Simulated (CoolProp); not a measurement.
Vapour pressure (kPa) of carbonyl sulfide: the reference equation beside estimates from Tc = 378.8 K, pc = 6369 kPa, ω = 0.098. Clausius-Clapeyron is anchored at 317.5 K with a constant enthalpy of vaporisation of 13.28 kJ/mol.

Model: reference Helmholtz-energy equation of state, Lemmon 2006, in CoolProp. It is a short technical equation, of lower accuracy than the large ones.

| T (K) | reference | Clausius-Clapeyron | van der Waals | Redlich-Kwong | Soave-Redlich-Kwong |
|---|---|---|---|---|---|
| 271.2 | 613.4 | 851.9 | 1431 | 672.0 | 614.2 |
| 278.9 | 768.7 | 1002 | 1645 | 841.6 | 771.3 |
| 286.7 | 953.6 | 1171 | 1881 | 1042 | 958.9 |
| 294.4 | 1166 | 1355 | 2134 | 1271 | 1175 |
| 302.1 | 1411 | 1556 | 2408 | 1533 | 1425 |
| 309.8 | 1692 | 1775 | 2703 | 1830 | 1711 |
| 317.5 | 2011 | 2011 | 3020 | 2163 | 2036 |
| 325.3 | 2376 | 2269 | 3363 | 2541 | 2408 |
| 333 | 2781 | 2542 | 3725 | 2956 | 2821 |
| 340.7 | 3235 | 2833 | 4111 | 3414 | 3282 |
| 348.4 | 3740 | 3142 | 4519 | 3916 | 3794 |
| 356.2 | 4310 | 3474 | 4958 | 4473 | 4368 |
| 363.9 | 4936 | 3819 | 5415 | 5071 | 4992 |
| 371.6 | 5634 | 4183 | 5897 | 5719 | 5675 |

Absolute difference from the reference over all 14 rows, mean and median: Clausius-Clapeyron 16.6 and 16.1 %, van der Waals 54.4 and 45.9 %, Redlich-Kwong 6.7 and 7.3 %, Soave-Redlich-Kwong 1.0 and 1.1 %.
